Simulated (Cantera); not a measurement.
A perfectly stirred reactor is fed with C3H8 : O2 : N2 = 1 : 10.2 : 38.4 (molar parts), at 81000 Pa; it is adiabatic with a 698 K inlet, and is followed from long to short residence time, starting on the burning branch (τ in s: 0.032, 0.014, 0.0061, 0.0027, 0.0012, 0.00051, 0.00022, 9.6e-05, 4.2e-05, 1.8e-05, 8e-06, 3.5e-06).

Model: GRI-Mech 3.0 (53 species, 325 reactions), integrated in Cantera. GRI-Mech 3.0 was tuned for natural gas; its chemistry of propane as a main component is partial and can be far from experiment.

**Question.** What does this change do: O2 10.2 to 15 parts?

**Answer.** 
```json
[
 {"quantity": "blow-out, bracketed by the residence times tried", "before": "burning at 0.220 ms, out at 96.0 µs", "after": "burning at 0.220 ms, out at 96.0 µs"},
 {"quantity": "x(C3H8) at τ = 32.0 ms", "before": "1.65e-6", "after": "2.28e-6"},
 {"quantity": "x(O2) at τ = 32.0 ms", "before": "0.102", "after": "0.180"},
 {"quantity": "x(H2) at τ = 32.0 ms", "before": "0.000206", "after": "9.08e-5"},
 {"quantity": "x(HCO) at τ = 32.0 ms", "before": "4.93e-8", "after": "3.57e-8"},
 {"quantity": "x(OH) at τ = 32.0 ms", "before": "0.00193", "after": "0.00147"},
 {"quantity": "x(C3H8) at τ = 0.220 ms", "before": "8.44e-5", "after": "0.000129"},
 {"quantity": "x(O2) at τ = 0.220 ms", "before": "0.111", "after": "0.189"},
 {"quantity": "x(H2) at τ = 0.220 ms", "before": "0.00236", "after": "0.00156"},
 {"quantity": "x(HCO) at τ = 0.220 ms", "before": "8.87e-6", "after": "6.15e-6"},
 {"quantity": "x(OH) at τ = 0.220 ms", "before": "0.00363", "after": "0.00276"}
]
```
